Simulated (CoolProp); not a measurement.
A single-stage vapour-compression cycle with n-hexane: evaporating at 311.15 K (dew point), condensing at 339.15 K (bubble point), superheat 8 K, subcooling 8 K, compressor efficiency 0.7, no pressure losses. Each further row changes one setting.

The numbers come from the reference Helmholtz-energy equation of state, Thol 2019 in CoolProp.

| case | cooling COP | pressure ratio | discharge temperature (K) | refrigerating effect (kJ/kg) | volumetric capacity (kJ/m³) |
|---|---|---|---|---|---|
| as stated | ? | 2.70 | 344.7 | 324 | 370 |
| evaporating temperature 316.15 K | 9.41 | ? | 344.9 | ? | 455 |
| condensing temperature 334.15 K | ? | 2.29 | 340.5 | 336 | 384 |
| subcooling 13 K | 7.73 | 2.70 | 344.7 | 336 | 384 |
| superheat 18 K | 7.61 | 2.70 | ? | 342 | ? |
| compressor efficiency 0.6 | 6.39 | 2.70 | 348.5 | 324 | 370 |

Q: Complete the blanks.

A: 
- as stated, cooling COP: 7.45
- evaporating temperature 316.15 K, pressure ratio: 2.22
- evaporating temperature 316.15 K, refrigerating effect (kJ/kg): 332
- condensing temperature 334.15 K, cooling COP: 9.27
- superheat 18 K, discharge temperature (K): 354.8
- superheat 18 K, volumetric capacity (kJ/m³): 378
